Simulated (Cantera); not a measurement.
Feed: 1 mol Si, 24 mol CO, 68 mol H2, equilibrated at 1.50 mbar.

Cantera equilibrium calculation (NASA polynomials, part measured and part estimated; ideal gas, pure solids and liquids). Candidate condensed phases: C, C6H6, C7H8, C8H18, H2O, Si, SiC, SiO2; 123 gas species. Mutual solubility and eutectic melting of coexisting phases are not modelled. The tables hold silica as quartz up to 1696 K and as liquid above; real silica turns to tridymite and cristobalite and melts near 1996 K. The numbers say what is thermodynamically allowed, not how fast it happens.

Question: What share of the Si ends up in condensed phases as a function of T (°C), at 825, 850, 875, 900, 925, 950, 975, 1000, 1025, 1050, 1075, 1100, 1125?

Answer: 
```json
[
 {"T (°C)": "825", "Si condensed (%)": "100.0", "as": "SiO2(β-quartz)"},
 {"T (°C)": "850", "Si condensed (%)": "100.0", "as": "SiO2(β-quartz)"},
 {"T (°C)": "875", "Si condensed (%)": "100.0", "as": "SiO2(β-quartz)"},
 {"T (°C)": "900", "Si condensed (%)": "100.0", "as": "SiO2(β-quartz)"},
 {"T (°C)": "925", "Si condensed (%)": "100.0", "as": "SiO2(β-quartz)"},
 {"T (°C)": "950", "Si condensed (%)": "99.9", "as": "SiO2(β-quartz)"},
 {"T (°C)": "975", "Si condensed (%)": "99.7", "as": "SiO2(β-quartz)"},
 {"T (°C)": "1000", "Si condensed (%)": "99.0", "as": "SiO2(β-quartz)"},
 {"T (°C)": "1025", "Si condensed (%)": "97.3", "as": "SiC(s) + SiO2(β-quartz)"},
 {"T (°C)": "1050", "Si condensed (%)": "93.8", "as": "SiC(s) + SiO2(β-quartz)"},
 {"T (°C)": "1075", "Si condensed (%)": "86.1", "as": "SiC(s) + SiO2(β-quartz)"},
 {"T (°C)": "1100", "Si condensed (%)": "69.6", "as": "SiC(s) + SiO2(β-quartz)"},
 {"T (°C)": "1125", "Si condensed (%)": "50.0", "as": "SiC(s)"}
]
```
